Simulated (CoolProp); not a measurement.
o-xylene at 451.79 K and 9.55 MPa is throttled through a valve to 1.6 MPa with no heat exchange. Each further row changes one setting.

Model: reference Helmholtz-energy equation of state, Zhou 2012, in CoolProp.

```json
[
 {"case": "as stated", "temperature change (K)": "+1.9", "final density (kg/m³)": "736"},
 {"case": "outlet pressure 0.48 MPa", "temperature change (K)": "+2.1", "final density (kg/m³)": "733"},
 {"case": "outlet pressure 2.08 MPa", "temperature change (K)": "+1.8", "final density (kg/m³)": "737"}
]
```
